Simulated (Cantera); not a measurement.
Input (Python, Cantera):

```python
import numpy as np
import cantera as ct

surf = ct.Interface("ptcombust.yaml", "Pt_surf")
gas = surf.adjacent["gas"]
gas.TPX = 873, 101325, {'CH4': 0.0076, 'O2': 0.13, 'N2': 0.79, 'H2O': 0.0062}
surf.TP = 873, 101325
reactor = ct.FlowReactor(gas, clone=False)
reactor.area = 0.0001  # m2
reactor.surface_area_to_volume_ratio = 2400  # 1/m
reactor.mass_flow_rate = 4.3 * reactor.area * gas.density  # inlet velocity 4.3 m/s
reactor.energy_enabled = False
wall = ct.ReactorSurface(surf, reactor, clone=False)
net = ct.ReactorNet([reactor])
net.rtol, net.atol = 1e-8, 1e-16
show, cover = ['CH4', 'O2', 'H2O', 'CO2', 'CO'], ['PT(S)', 'H(S)', 'O(S)', 'OH(S)', 'CO(S)', 'C(S)']

rows = []
print(f"{'z/m':>9s}{'u/(m/s)':>9s}" + "".join(f"{s:>13s}" for s in show + cover))
for z in [0.00015, 0.00027, 0.00048, 0.00086, 0.0015, 0.0027, 0.0048, 0.0086, 0.015]:
    net.advance(z)
    rows.append([reactor.speed, *gas[show].X, *surf[cover].coverages])
    print(f"{z:9.4g}{rows[-1][0]:9.3g}" + "".join(f"{x:13.4e}" for x in rows[-1][1:]))
```

Output:

```
      z/m  u/(m/s)          CH4           O2          H2O          CO2           CO        PT(S)         H(S)         O(S)        OH(S)        CO(S)         C(S)
  0.00015      4.3   8.1345e-03   1.3921e-01   6.6481e-03   4.0343e-06   2.3958e-07   7.1628e-02   2.2389e-08   9.2679e-01   1.5803e-03   5.1516e-06   1.6229e-08
  0.00027      4.3   8.1311e-03   1.3920e-01   6.6549e-03   7.2834e-06   4.0821e-07   7.1629e-02   2.2401e-08   9.2678e-01   1.5811e-03   5.1800e-06   1.6223e-08
  0.00048      4.3   8.1251e-03   1.3919e-01   6.6669e-03   1.3009e-05   6.6093e-07   7.1632e-02   2.2422e-08   9.2678e-01   1.5826e-03   5.2222e-06   1.6213e-08
  0.00086      4.3   8.1143e-03   1.3917e-01   6.6885e-03   2.3469e-05   1.0080e-06   7.1636e-02   2.2460e-08   9.2677e-01   1.5852e-03   5.2785e-06   1.6193e-08
   0.0015      4.3   8.0961e-03   1.3913e-01   6.7249e-03   4.1277e-05   1.3715e-06   7.1642e-02   2.2523e-08   9.2676e-01   1.5895e-03   5.3335e-06   1.6160e-08
   0.0027      4.3   8.0621e-03   1.3906e-01   6.7928e-03   7.4955e-05   1.6646e-06   7.1652e-02   2.2641e-08   9.2674e-01   1.5976e-03   5.3667e-06   1.6098e-08
   0.0048      4.3   8.0029e-03   1.3895e-01   6.9111e-03   1.3398e-04   1.7749e-06   7.1668e-02   2.2844e-08   9.2671e-01   1.6115e-03   5.3522e-06   1.5988e-08
   0.0086      4.3   7.8968e-03   1.3873e-01   7.1231e-03   2.3995e-04   1.7707e-06   7.1696e-02   2.3203e-08   9.2666e-01   1.6363e-03   5.2898e-06   1.5792e-08
    0.015      4.3   7.7210e-03   1.3838e-01   7.4743e-03   4.1551e-04   1.7323e-06   7.1743e-02   2.3788e-08   9.2657e-01   1.6764e-03   5.1804e-06   1.5465e-08
```

Cantera simulation using Deutschmann's 1995 Pt surface mechanism with GRI-Mech 3.0 gas chemistry; the numbers are that mechanism's predictions, not measurements. Catalytic surfaces can have several steady states; this one follows from the mechanism file's or the stated starting coverage. Mass transfer to the wall is taken as infinitely fast.
